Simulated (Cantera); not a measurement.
A freely propagating, adiabatic, planar premixed flame of H₂ : O₂ : N₂ = 1 : 0.333 : 1.25 (molar parts), equivalence ratio 1.5, unburnt at 475 K and 0.210 bar; multicomponent+Soret transport, grid criteria slope 0.08 and curve 0.16, no radiation.

Detailed kinetics in Cantera: the H2/O2 subset of GRI-Mech 3.0, which has no nitrogen chemistry. Burning velocities carry a grid error of a few per cent, more on coarse grids.

x: mole fraction of selected species; z is measured from the peak of heat release.

```
z (mm)       T (K)  u (m/s)        x H₂        x O₂         x O       x H₂O         x H        x OH
------  ----------  -------  ----------  ----------  ----------  ----------  ----------  ----------
-9.40          475     4.73       0.387       0.129       <1e-8       <1e-8       <1e-8       <1e-8
-6.27          475     4.73       0.387       0.129       <1e-8       <1e-8       <1e-8       <1e-8
-4.70          475     4.73       0.387       0.129       <1e-8       <1e-8       <1e-8       <1e-8
-3.13          475     4.73       0.387       0.129       <1e-8       <1e-8       <1e-8       <1e-8
-1.57          484     4.79       0.382       0.130     5.09e-6    0.000398    0.000126     3.51e-5
-0.784         668     6.45       0.348       0.126    0.000176      0.0156     0.00807    0.000481
0       (withheld)     10.4  (withheld)  (withheld)  (withheld)  (withheld)  (withheld)  (withheld)
0.784         1388     13.0  (withheld)  (withheld)  (withheld)       0.231       0.109  (withheld)
1.57          1501     13.9       0.105     0.00766     0.00649       0.248       0.106     0.00726
3.13          1625     15.0       0.112     0.00606     0.00590       0.252      0.0919     0.00872
6.27          1762     16.1       0.119     0.00475     0.00492       0.257      0.0757     0.00987
12.5          1907     17.2       0.126     0.00334     0.00363       0.264      0.0589      0.0103
25.1          2043     18.3       0.131     0.00208     0.00233       0.272      0.0434     0.00970
```

What belongs in the gaps?


- 0, T (K): 1103
- 0, x H₂: 0.219
- 0, x O₂: 0.0787
- 0, x O: 0.00509
- 0, x H₂O: 0.115
- 0, x H: 0.0667
- 0, x OH: 0.00238
- 0.784, x H₂: 0.114
- 0.784, x O₂: 0.0162
- 0.784, x O: 0.00733
- 0.784, x OH: 0.00581
